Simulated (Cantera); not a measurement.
A Cantera script and what it prints.

```python
import numpy as np
import cantera as ct

gas_names = """
    KOH O H2S H2O
""".split()
cond_names = """
    K2SO4(a) K2SO4(b) K2SO4(L)
""".split()


def load(file, names, dense=False):
    # The tables refer to 1 bar. Condensed volumes are neglected.
    table = {s.name: s for s in ct.Species.list_from_file(file)}
    out = []
    for n in names:
        d = dict(table[n].input_data)
        d["thermo"] = dict(d["thermo"], **{"reference-pressure": 1e5})
        if dense:
            d["equation-of-state"] = {"model": "constant-volume", "density": "1e6 g/cm^3"}
        out.append(ct.Species.from_dict(d))
    return out


species = {s.name: s for s in load("nasa_gas.yaml", gas_names) + load("nasa_condensed.yaml", cond_names)}
# Each term lists the table entries of one substance; the one whose range holds T is used.
reactions = {
    '2 KOH(g) + 4 O(g) + H2S(g) = 2 H2O(g) + K2SO4':
        [(-2, ['KOH']), (-4, ['O']), (-1, ['H2S']), (2, ['H2O']), (1, ['K2SO4(a)', 'K2SO4(b)', 'K2SO4(L)'])],
}


def pick(names, T):
    return next(species[n] for n in names if species[n].thermo.min_temp <= T <= species[n].thermo.max_temp)


results = []
for label, terms in reactions.items():
    print(label)
    print("     T/K   dH/kJ  dS/(J/K)   dG/kJ   log10 K")
    for T in [300, 800, 1000, 1200, 1400, 1600, 1800, 2000, 2200, 2400, 2600, 2800]:
        used = [(nu, pick(names, T)) for nu, names in terms]
        dH = sum(nu * s.thermo.h(T) for nu, s in used) / 1e6
        dS = sum(nu * s.thermo.s(T) for nu, s in used) / 1e3
        dG = dH - T * dS / 1e3
        logK = -dG * 1e6 / (ct.gas_constant * T * np.log(10))
        results.append((label, T, dH, dS, dG, logK, [s.name for _, s in used]))
        print(f"{T:8g} {dH:8.1f} {dS:8.1f} {dG:8.1f} {logK:8.2f}")
```

It prints:

```
2 KOH(g) + 4 O(g) + H2S(g) = 2 H2O(g) + K2SO4
     T/K   dH/kJ  dS/(J/K)   dG/kJ   log10 K
     300  -2432.4   -769.8  -2201.4   383.30
     800  -2426.7   -763.6  -1815.9   118.56
    1000  -2410.8   -745.3  -1665.5    86.99
    1200  -2401.2   -736.6  -1517.3    66.04
    1400  -2355.3   -702.1  -1372.4    51.20
    1600  -2345.9   -695.8  -1232.6    40.24
    1800  -2336.3   -690.2  -1094.0    31.75
    2000  -2326.5   -685.0   -956.5    24.98
    2200  -2316.6   -680.3   -820.0    19.47
    2400  -2306.5   -675.9   -684.4    14.89
    2600  -2296.2   -671.8   -549.6    11.04
    2800  -2285.9   -667.9   -415.7     7.75
```

Cantera with NASA thermochemical tables; ideal gases at 1 bar, condensed phases pure. Condensed species are held in their standard states even where they would react or evaporate.
